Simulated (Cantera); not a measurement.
# NO annealing gas

An isothermal, constant-pressure homogeneous reactor starts with NO : N₂ = 0.72 : 1.6 (molar parts), at 1600 K and 0.0651 atm.

Model: GRI-Mech 3.0 (53 species, 325 reactions), integrated in Cantera.

| t (s) | x NO | x N₂O | x N₂ | x O | x O₂ | x NO₂ |
|---|---|---|---|---|---|---|
| 0.000200 | 0.310 | 3.91e-8 | 0.690 | 3.82e-8 | 1.08e-11 | 9.49e-10 |
| 0.00103 | 0.310 | 2.01e-7 | 0.690 | 1.79e-7 | 2.71e-10 | 2.35e-8 |
| 0.00532 | 0.310 | 1.03e-6 | 0.690 | 6.04e-7 | 6.26e-9 | 4.52e-7 |
| 0.0274 | 0.310 | 4.96e-6 | 0.690 | 1.16e-6 | 1.75e-7 | 4.39e-6 |
| 0.141 | 0.310 | 1.88e-5 | 0.690 | 2.46e-6 | 7.39e-6 | 2.06e-5 |
| 0.729 | 0.310 | 3.28e-5 | 0.690 | 3.20e-6 | 0.000115 | 2.98e-5 |
| 3.76 | 0.309 | 3.29e-5 | 0.690 | 3.54e-6 | 0.000728 | 3.38e-5 |
| 19.4 | 0.303 | 3.14e-5 | 0.694 | 4.83e-6 | 0.00385 | 4.88e-5 |
| 100 | 0.273 | 2.50e-5 | 0.708 | 8.50e-6 | 0.0186 | 8.47e-5 |
x: mole fraction; the columns are a selection and need not sum to one.

Equilibrium at this temperature and pressure: NO 0.00172, N₂O 2.74e-8, N₂ 0.844, O 2.23e-5, O₂ 0.154, NO₂ 1.53e-6 (gas phase only).
